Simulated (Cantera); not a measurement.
Charge: 1 mol Mg(OH)2, a varied amount of CO2, equilibrated at 0.0133 bar.

These are equilibrium values from Cantera (NASA tables, ideal gas, pure condensed phases), not measurements of a reactor. Candidate condensed phases: C, C6H6, C7H8, C8H18, H2O, Mg, MgCO3, MgO, Mg(OH)2; 116 gas species. The numbers say what is thermodynamically allowed, not how fast it happens.

Q: What condenses at these points (T in K, n(CO2) in mol): (600, 0.71); (750, 0.18); (550, 3.4); (575, 1.8); (525, 2.8); (550, 1.2)?

A: 
| T (K) | n(CO2) in mol | condensed phases | Mg condensed (%) |
|---|---|---|---|
| 600 | 0.71 | MgO | 100.0 |
| 750 | 0.18 | MgO | 100.0 |
| 550 | 3.4 | MgCO3 + MgO | 100.0 |
| 575 | 1.8 | MgO | 100.0 |
| 525 | 2.8 | MgCO3 | 100.0 |
| 550 | 1.2 | MgO | 100.0 |
